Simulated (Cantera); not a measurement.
An adiabatic, constant-volume homogeneous reactor starts with 14.1 % CH₄, 16.7 % O₂, 43.8 % N₂, 25.4 % CO₂, equivalence ratio 1.7, at 1725 K and 3750 Torr.

Model: GRI-Mech 3.0 (53 species, 325 reactions), integrated in Cantera.

Q: Predict: time of steepest temperature rise; temperature at 3.00 s; equilibrium temperature; x(O₂) at 3.00 s; x(CO₂) at 3.00 s; x(H₂O₂) at 3.00 s; x(HCN) at 3.00 s; x(OH) at 3.00 s; x(HO₂) at 3.00 s.

A: time of steepest temperature rise: 61.8 µs
temperature at 3.00 s: 2826 K
equilibrium temperature: 2826 K
x(O₂) at 3.00 s: 0.00257 (gas-phase equilibrium 0.00257)
x(CO₂) at 3.00 s: 0.167 (gas-phase equilibrium 0.167)
x(H₂O₂) at 3.00 s: 4.24e-7 (gas-phase equilibrium 4.24e-7)
x(HCN) at 3.00 s: 6.19e-8 (gas-phase equilibrium 6.19e-8)
x(OH) at 3.00 s: 0.00984 (gas-phase equilibrium 0.00984)
x(HO₂) at 3.00 s: 2.81e-6 (gas-phase equilibrium 2.81e-6)
